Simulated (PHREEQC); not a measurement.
PHREEQC input (ion-association model, phreeqc.dat):

```
SOLUTION 1
  temp 25
  units mol/kgw
  pH 7 charge
END
SELECTED_OUTPUT 1
  -reset false
  -pH true
  -pe true
  -ionic_strength true
  -water true
  -totals Oxg
  -molalities H+ OH-
USER_PUNCH 1
  -headings p_Oxg(g) phi_Oxg(g) p_H2O(g) phi_H2O(g) density
  10 PUNCH PR_P("Oxg(g)"), PR_PHI("Oxg(g)"), PR_P("H2O(g)"), PR_PHI("H2O(g)"), RHO
PRINT
  -reset false
USE solution 1
REACTION_TEMPERATURE 1
  50
GAS_PHASE 1
  -fixed_pressure
  -pressure 2
  -temperature 50
  -volume 20
  Oxg(g) 2
  H2O(g) 0
END
# ... the last block is repeated for the other 12 points of P (atm)
```

Selected output (columns that matter, 13 of 13 rows; P (atm) added in front):

```
P (atm)	pH	mu	Oxg	m_H+	m_OH-	p_Oxg(g)	phi_Oxg(g)	p_H2O(g)	phi_H2O(g)	density
2	6.6307	2.3419e-07	0.0017471	2.3419e-07	2.3419e-07	1.8768	0.99873	0.12323	0.98559	0.98807
5	6.6302	2.3448e-07	0.0045121	2.3448e-07	2.3448e-07	4.8741	0.99675	0.12593	0.96642	0.98821
10	6.6293	2.3496e-07	0.0090524	2.3496e-07	2.3496e-07	9.8695	0.99353	0.13055	0.9354	0.98843
20	6.6275	2.3592e-07	0.017885	2.3592e-07	2.3592e-07	19.86	0.98732	0.14025	0.87657	0.98886
30	6.6257	2.3689e-07	0.026401	2.3689e-07	2.3689e-07	29.849	0.98137	0.1506	0.82179	0.9893
40	6.6239	2.3786e-07	0.034615	2.3786e-07	2.3786e-07	39.838	0.97567	0.16164	0.77081	0.98974
50	6.6222	2.3884e-07	0.04254	2.3884e-07	2.3884e-07	49.827	0.97024	0.1734	0.72341	0.99018
75	6.6177	2.413e-07	0.061181	2.413e-07	2.413e-07	74.794	0.95774	0.20606	0.61905	0.99127
100	6.6132	2.438e-07	0.078301	2.438e-07	2.438e-07	99.756	0.94676	0.24368	0.53233	0.99235
150	6.6043	2.4887e-07	0.10866	2.4887e-07	2.4887e-07	149.67	0.92912	0.33482	0.40062	0.99451
200	6.5953	2.5407e-07	0.13479	2.5407e-07	2.5407e-07	199.55	0.91674	0.44788	0.30967	0.99664
300	6.5773	2.6482e-07	0.17767	2.6482e-07	2.6482e-07	299.26	0.90544	0.7373	0.20107	1.0009
400	6.5593	2.7604e-07	0.21177	2.7604e-07	2.7604e-07	398.9	0.90857	1.099	0.14412	1.005
```

Constants without temperature data keep their 25 °C values here.
